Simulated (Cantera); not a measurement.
Catalytic combustion on Pt

An isothermal plug-flow reactor at 875 K and 3.30 bar (inlet), inlet velocity 0.68 m/s, active area per volume 600 1/m; feed 0.688 % CO, 10.4 % O2, 86.3 % N2, 2.62 % H2O, equivalence ratio 0.033.

Model: Deutschmann's 1995 Pt surface mechanism with GRI-Mech 3.0 gas chemistry, integrated in Cantera. Catalytic surfaces can have several steady states; this one follows from the mechanism file's or the stated starting coverage. Mass transfer to the wall is taken as infinitely fast.

```json
[
 {"z (m)": "4.4e-05", "x CO": "0.00472", "x O2": "0.103", "x H2O": "0.0262", "x CO2": "0.00217", "θ free Pt": "0.100", "θ O*": "0.888", "θ OH*": "0.00650", "θ CO*": "0.00545"},
 {"z (m)": "9.5e-05", "x CO": "0.00417", "x O2": "0.103", "x H2O": "0.0263", "x CO2": "0.00272", "θ free Pt": "0.0853", "θ O*": "0.905", "θ OH*": "0.00605", "θ CO*": "0.00342"},
 {"z (m)": "0.0002", "x CO": "0.00345", "x O2": "0.102", "x H2O": "0.0263", "x CO2": "0.00344", "θ free Pt": "0.0740", "θ O*": "0.918", "θ OH*": "0.00568", "θ CO*": "0.00210"},
 {"z (m)": "0.00044", "x CO": "0.00249", "x O2": "0.102", "x H2O": "0.0263", "x CO2": "0.00441", "θ free Pt": "0.0647", "θ O*": "0.929", "θ OH*": "0.00534", "θ CO*": "0.00114"},
 {"z (m)": "0.00095", "x CO": "0.00144", "x O2": "0.101", "x H2O": "0.0263", "x CO2": "0.00547", "θ free Pt": "0.0580", "θ O*": "0.936", "θ OH*": "0.00508", "θ CO*": "0.000528"},
 {"z (m)": "0.002", "x CO": "0.000558", "x O2": "0.101", "x H2O": "0.0263", "x CO2": "0.00635", "θ free Pt": "0.0539", "θ O*": "0.941", "θ OH*": "0.00491", "θ CO*": "0.000177"},
 {"z (m)": "0.0044", "x CO": "7.98e-5", "x O2": "0.101", "x H2O": "0.0263", "x CO2": "0.00683", "θ free Pt": "0.0521", "θ O*": "0.943", "θ OH*": "0.00483", "θ CO*": "2.35e-5"}
]
```
x: gas mole fraction; θ: surface coverage.
